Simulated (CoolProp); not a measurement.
Values from CoolProp's reference Helmholtz-energy equation of state, Lemmon 2006. It is a short technical equation, of lower accuracy than the large ones.

**Question.** Give the vapour pressure (MPa), liquid density (kg/m³), vapour density (kg/m³), liquid cp (kJ/(kg K)) of saturated hydrogen sulfide at 44.85, 77.95 °C.

**Answer.** 
| T (°C) | p (MPa) | liquid density (kg/m³) | vapour density (kg/m³) | liquid cp (kJ/(kg K)) |
|---|---|---|---|---|
| 44.85 | 3.18 | 722 | 54.8 | 2.48 |
| 77.95 | 6.12 | 601 | 122 | 3.78 |
